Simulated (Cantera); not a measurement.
**Tantalum, niobium, vanadium and zirconium in process gases: V + NH3 + N2 + O2**

Charge: 1 mol V, 2.7 mol NH3, 3 mol N2, a varied amount of O2, held at 10.0 mbar.

Method: chemical equilibrium by Gibbs-energy minimisation in Cantera with the NASA 1993 tables (ideal gas, pure condensed phases). Candidate condensed phases: H2O, V, VN, VO, V2O3, V2O4, V2O5; 28 gas species. Each liquid is taken as pure. Mutual solubility and eutectic melting of coexisting phases are not modelled. VN, VO: taken at fixed stoichiometry. Condensed phases not in the tables: the oxides between V2O3 and V2O5 other than VO2, solid solutions among these carbides, nitrides and lower oxides, V2N, N, O or C dissolved in the metal. Gases not in the tables: V4O10. Kinetics and transport are ignored.

Task: Map the stable condensed phases over T = 850, 1000, 1150, 1300, 1450, 1600, 1750, 1900, 2050, 2200, 2350, 2500, 2650, 2800 K and n(O2) in mol = 0.063, 0.13, 0.26, 0.52, 1, 2.1, 4.3.

Result: 
```
T in K \ n(O2) in mol
         0.063  0.13  0.26  0.52     1   2.1   4.3
   2800      A     A     A     A     A     A     A
   2650      A     A     A     A     A     A     A
   2500      B     A     A     C     A     A     A
   2350      B     D     D     C     C     A     A
   2200      D     D     D     C     E     E     A
   2050      F     F     F     C     E     E     G
   1900      F     F     F     C     E     E     G
   1750      F     F     F     C     E     E     G
   1600      F     F     F     H     E     E     G
   1450      F     F     F     H     E     E     G
   1300      I     I     I     I     E     E     G
   1150      I     I     I     I     E     E     G
   1000      I     I     I     I     E     E     J
    850      I     I     I     I     E     E     J
```
A: gas only; B: V; C: VO; D: V + VO; E: V2O3; F: VN + VO; G: V2O4; H: VO + V2O3; I: VN + V2O3; J: V2O5.
